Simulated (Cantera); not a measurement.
What does this Cantera script print?

```python
import numpy as np
import cantera as ct

gas_names = """
    CL CL2 N N2 Si SiCL SiCL2 SiCL3 SiCL4 SiN Si2 Si2N Si3
""".split()
cond_names = """
    Si(cr) Si(L) Si3N4(a)
""".split()


# ... load() reads the species with a 1 bar reference pressure and builds the phases ...
atoms = {
    'SiCl4': {'Si': 1, 'CL': 4},
    'N2': {'N': 2},
}
top_T = {'Si3N4(a)': 2400}  # K; cautious upper limits of use, not melting points


# ... equilibrate(T, P, feed) seeds the gas with the atoms and calls Mixture.equilibrate('TP', solver="vcs", rtol=1e-11, max_steps=5000) ...
results = []
feed = {'SiCl4': 1, 'N2': 11}  # mol
T = 1150  # K
P = 1000  # Pa
mix = equilibrate(T, P, feed)
results.append((T, P, feed, dict(zip(mix.species_names, mix.species_moles))))
x = sorted(zip(gas.X, gas.species_names), reverse=True)
print(f"T = {T:g} K  P = {P:g} Pa  gas = {mix.phase_moles(0):.4g} mol")
print("   x: " + "  ".join(f"{s} {v:.3e}" for v, s in x if v > 0.001))
print("   condensed (mol): " + ("  ".join(f"{mix.phase(i).name} {mix.phase_moles(i):.4g}"
      for i in range(1, mix.n_phases) if mix.phase_moles(i) > 1e-12) or "none"))
```

It prints:

```
T = 1150 K  P = 1000 Pa  gas = 12 mol
   x: N2 9.166e-01  SiCL4 8.330e-02
   condensed (mol): none
```

These are equilibrium values from Cantera (NASA tables, ideal gas, pure condensed phases), not measurements of a reactor. The tables' values for SiCl3 are old estimates; treat these amounts as uncertain.
